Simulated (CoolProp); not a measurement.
Fluorine at 72.57 K and 0.00782 MPa is throttled through a valve to 0.00211 MPa with no heat exchange. Each further row changes one setting.

The numbers come from the reference Helmholtz-energy equation of state, de Reuck 1990 in CoolProp.

```
case                          temperature change (K)  final density (kg/m³)
----------------------------  ----------------------  ---------------------
as stated                                       -0.2                  0.133
outlet pressure 0.000633 MPa                    -0.3                 0.0400
outlet pressure 0.00274 MPa                     -0.2                  0.173
```
